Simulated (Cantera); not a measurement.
Source: NASA polynomial tables (part measured, part estimated), evaluated in Cantera. Values are per mole of reaction as written; species without (g) are pure solids or liquids, kept so even where they would boil at 1 bar. ZrN: taken at fixed stoichiometry.

4 H₂O(g) + N₂(g) + 2 ZrO₂(g) = 8 OH(g) + 2 ZrN, with ΔH° = 1124.1 kJ and ΔS° = 53.7 J/K at 300 K.

**Question.** How far is the shortcut ΔG° ≈ ΔH°(300 K) − T·ΔS°(300 K) from the full temperature-dependent value at 425, 500, 575, 650, 725, 800, 875, 950, 1025, 1100, 1175 K?

**Answer.** 
```
T (K)  shortcut (kJ)  full (kJ)  difference (kJ)  difference in log10 K
-----  -------------  ---------  ---------------  ---------------------
425           1101.2     1099.8              1.4                  -0.18
500           1097.2     1093.8              3.4                  -0.36
575           1093.2     1087.1              6.1                  -0.55
650           1089.1     1080.0              9.2                  -0.74
725           1085.1     1072.3             12.8                  -0.92
800           1081.1     1064.4             16.7                  -1.09
875           1077.1     1056.1             21.0                  -1.25
950           1073.0     1047.5             25.5                  -1.40
1025          1069.0     1038.8             30.2                  -1.54
1100          1065.0     1029.7             35.2                  -1.67
1175          1060.9     1020.5             40.4                  -1.80
```
The shortcut ignores the heat-capacity change of the reaction.
